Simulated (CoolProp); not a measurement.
The fluid at 298.15 K and 0.522 MPa is compressed adiabatically to 2.15 MPa with isentropic efficiency 0.9. The same conditions are run with several fluids, on thermodynamics alone (safety and materials aside).

Model: reference Helmholtz-energy equation of state of each fluid (carbon monoxide: Lemmon 2006; propylene: Lemmon 2013; CF4 (R14): Platzer 1990; R407C: Lemmon 2003; oxygen: Schmidt 1985), in CoolProp. The equations of Platzer and Polt are older, rougher fits. Blends and air are pseudo-pure fits.

```
fluid            work (kJ/kg)  final temperature (K)  final density (kg/m³)
---------------  ------------  ---------------------  ---------------------
carbon monoxide           172                  462.8                   15.5
propylene                89.7                  368.5                   35.9
CF4 (R14)                47.6                  367.3                   64.0
R407C                    43.1                  364.1                   74.9
oxygen                    150                  458.7                   18.0
```

Above 300 K oxygen's equation is extrapolated.
